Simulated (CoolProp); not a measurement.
Computed with CoolProp (reference Helmholtz-energy equation of state, Lemmon 2006). It is a short technical equation, of lower accuracy than the large ones.

Problem. Give the vapour pressure (MPa), liquid density (kg/m³), liquid cp (kJ/(kg K)), vapour Z of saturated R142b at 322.7 K.

Solution. 
```tsv
T (K)	p (MPa)	liquid density (kg/m³)	liquid cp (kJ/(kg K))	vapour Z
322.7	0.675	1050	1.39	0.851
```
